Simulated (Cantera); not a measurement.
A freely propagating, adiabatic, planar premixed flame of CH3OH : O2 : N2 = 1 : 1.79 : 4.64 (molar parts), unburnt at 400 K and 1580 Torr; mixture-averaged transport, grid criteria slope 0.08 and curve 0.16, no radiation.

Model: GRI-Mech 3.0 (53 species, 325 reactions), integrated in Cantera. GRI-Mech 3.0 was tuned for natural gas; its chemistry of methanol as a main component is partial and can be far from experiment. Burning velocities carry a grid error of a few per cent, more on coarse grids.

### Question
What does this change do: 0.054 parts H2 added?

### Answer
```json
[
 {"quantity": "laminar burning velocity", "before": "71.8 cm/s", "after": "76.3 cm/s"},
 {"quantity": "thermal thickness", "before": "0.141 mm", "after": "0.136 mm"},
 {"quantity": "peak x(CO)", "before": "0.0699", "after": "0.0712"},
 {"quantity": "peak x(HCO)", "before": "0.000213", "after": "0.000229"},
 {"quantity": "peak x(CH2O)", "before": "0.0107", "after": "0.0108"}
]
```

### Question
What does this change do: CH3OH 1 to 1.3 parts?

### Answer
```json
[
 {"quantity": "laminar burning velocity", "before": "71.8 cm/s", "after": "99.6 cm/s"},
 {"quantity": "thermal thickness", "before": "0.141 mm", "after": "0.111 mm"},
 {"quantity": "peak x(H2)", "before": "0.0253", "after": "0.0498"},
 {"quantity": "peak x(CO)", "before": "0.0699", "after": "0.0988"},
 {"quantity": "peak x(HCO)", "before": "0.000213", "after": "0.000420"},
 {"quantity": "peak x(CH2O)", "before": "0.0107", "after": "0.0146"}
]
```
